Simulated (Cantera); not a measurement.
An adiabatic, constant-volume homogeneous reactor starts with 7.84 % CO, 5.09 % H₂, 16.1 % O₂, 60.7 % N₂, 10.2 % H₂O, equivalence ratio 0.40, at 1798 K and 5.00 bar.

Computed with Cantera and GRI-Mech 3.0 (53 species, 325 reactions). The hydrogen kinetics of GRI-Mech 3.0 are dated; newer H2 mechanisms differ, most at raised pressure.

### Question
Predict: time of steepest temperature rise; temperature at 0.100 s; equilibrium temperature; x(CO) at 0.100 s; x(H₂) at 0.100 s; x(O₂) at 0.100 s; x(HO₂) at 0.100 s; x(NO₂) at 0.100 s; x(H) at 0.100 s; x(H₂O) at 0.100 s.

### Answer
```json
{
 "time_of_steepest_temperature_rise": "2.45 µs",
 "temperature at 0.100 s": "2657 K",
 "equilibrium_temperature": "2657 K",
 "x(CO) at 0.100 s": "0.00757 (gas-phase equilibrium 0.00757)",
 "x(H₂) at 0.100 s": "0.00231 (gas-phase equilibrium 0.00231)",
 "x(O₂) at 0.100 s": "0.0932 (gas-phase equilibrium 0.0932)",
 "x(HO₂) at 0.100 s": "2.29e-5 (gas-phase equilibrium 2.29e-5)",
 "x(NO₂) at 0.100 s": "2.39e-5 (gas-phase equilibrium 2.39e-5)",
 "x(H) at 0.100 s": "0.000883 (gas-phase equilibrium 0.000883)",
 "x(H₂O) at 0.100 s": "0.152 (gas-phase equilibrium 0.152)"
}
```
